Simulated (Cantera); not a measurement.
Charge: 1 mol V, 0.2 mol H2O, 93 mol N2, 0.43 mol O2, equilibrated at 5.70 Pa.

Cantera equilibrium calculation (NASA polynomials, part measured and part estimated; ideal gas, pure solids and liquids). Candidate condensed phases: H2O, V, VN, VO, V2O3, V2O4, V2O5; 28 gas species. Mutual solubility and eutectic melting of coexisting phases are not modelled. VO: taken at fixed stoichiometry. Condensed phases not in the tables: the oxides between V2O3 and V2O5 other than VO2. Kinetics and transport are ignored.

x: gas mole fraction; n: condensed amount in mol.

```json
[
 {"T (K)": "1248", "x N2": "0.998", "x O": "<1e-12", "x V": "<1e-12", "x VO": "1.60e-10", "n VO(s)": "0.880", "n V2O3(s)": "0.0599"},
 {"T (K)": "1448", "x N2": "0.998", "x O": "8.52e-11", "x V": "1.05e-9", "x VO": "2.01e-7", "n VO(s)": "0.881", "n V2O3(s)": "0.0593"},
 {"T (K)": "1648", "x N2": "0.997", "x O": "?", "x V": "?", "x VO": "?", "n VO(s)": "0.907", "n V2O3(s)": "?"},
 {"T (K)": "1848", "x N2": "0.993", "x O": "2.97e-7", "x V": "0.000475", "x VO": "0.00264", "n VO(s)": "0.604", "n V2O3(s)": "0"},
 {"T (K)": "2048", "x N2": "0.985", "x O": "1.26e-5", "x V": "0.00175", "x VO": "0.00648", "n VO(s)": "0", "n V2O3(s)": "0"},
 {"T (K)": "2248", "x N2": "0.985", "x O": "0.000319", "x V": "0.00204", "x VO": "0.00623", "n VO(s)": "0", "n V2O3(s)": "0"},
 {"T (K)": "2448", "x N2": "0.982", "x O": "?", "x V": "?", "x VO": "?", "n VO(s)": "0", "n V2O3(s)": "0"},
 {"T (K)": "2648", "x N2": "0.977", "x O": "0.00783", "x V": "0.00753", "x VO": "0.00280", "n VO(s)": "0", "n V2O3(s)": "0"}
]
```

Some entries are withheld; supply them.


- 1648, x O: 3.93e-8
- 1648, x V: 3.34e-7
- 1648, x VO: 4.22e-5
- 1648, n V2O3(s): 0.0309
- 2448, x O: 0.00286
- 2448, x V: 0.00363
- 2448, x VO: 0.00564
